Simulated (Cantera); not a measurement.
Charge: 1 mol Cr2O3, 160 mol H2, 3 mol N2, held at 1125 °C and 0.00140 bar.

Equilibrium computed with Cantera from the NASA thermochemical tables; the gas is ideal and each condensed phase is pure. Candidate condensed phases: Cr, CrN, Cr2N, Cr2O3, H2O; 29 gas species. Mutual solubility and eutectic melting of coexisting phases are not modelled. Rates play no part.

Base state: H2 0.981, N2 0.0184, H2O 0.000590, H 0.000126, Cr 4.22e-5 (mole fractions); condensed: Cr(s) + Cr2O3(s).

### Question
What changes in the equilibrium state with this change: temperature from 1125 °C to 725 °C?

### Answer
| species | before | after |
|---|---|---|
| H2 | 0.981 | 0.982 |
| N2 | 0.0184 | 0.0184 |
| H2O | 0.000590 | 1.08e-5 |
| H | 0.000126 | 5.72e-8 |
| Cr | 4.22e-5 | <1e-9 |
| Cr(s), mol | 0.0573 | 0 |
| Cr2O3(s), mol | 0.968 | 0.999 |
| Cr2N(s), mol | 0 | 0.000584 |

### Question
What changes in the equilibrium state with this change: temperature from 1125 °C to 1202 °C?

### Answer
```
species          before     after
-------------  --------  --------
H2                0.981     0.980
N2               0.0184    0.0184
H2O            0.000590   0.00103
H              0.000126  0.000343
Cr              4.22e-5  0.000238
Cr(s), mol       0.0573    0.0729
Cr2O3(s), mol     0.968     0.944
```

### Question
What changes in the equilibrium state with this change: temperature from 1125 °C to 527 °C?

### Answer
```tsv
species	before	after
H2	0.981	0.982
N2	0.0184	0.0184
H2O	0.000590	1.18e-6
H	0.000126	<1e-9
Cr	4.22e-5	<1e-9
Cr(s), mol	0.0573	0
Cr2O3(s), mol	0.968	1.000
```
